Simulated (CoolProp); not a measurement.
Ethylbenzene at 478.18 K and 0.22 MPa is compressed adiabatically to 0.382 MPa with isentropic efficiency 0.75. Each further row changes one setting.

Computed with CoolProp (reference Helmholtz-energy equation of state, Zhou 2012).

| case | work (kJ/kg) | final temperature (K) | final density (kg/m³) |
|---|---|---|---|
| as stated | 25.9 | 494.3 | 10.8 |
| efficiency 1 | 19.5 | 491.0 | 10.9 |
| efficiency 0.65 | 29.9 | 496.3 | 10.8 |
